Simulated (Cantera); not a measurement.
An adiabatic, constant-pressure homogeneous reactor starts with 3.94 % CH4, 0.158 % C2H6, 5.52 % C3H8, 19.0 % O2, 71.4 % N2, at 1150 K and 760 Torr.

Cantera simulation using GRI-Mech 3.0 (53 species, 325 reactions); the numbers are that mechanism's predictions, not measurements. GRI-Mech 3.0 was tuned for natural gas; its chemistry of propane as a main component is partial and can be far from experiment.

Predict: time of steepest temperature rise; temperature at 0.400 s; equilibrium temperature; x(HCN) at 0.400 s; x(CO2) at 0.400 s.


| Property | Result |
|---|---|
| time of steepest temperature rise | 19.3 ms |
| temperature at 0.400 s | 2344 K |
| equilibrium temperature | 2344 K |
| x(HCN) at 0.400 s | 9.62e-8 (gas-phase equilibrium 9.62e-8) |
| x(CO2) at 0.400 s | 0.0228 (gas-phase equilibrium 0.0228) |
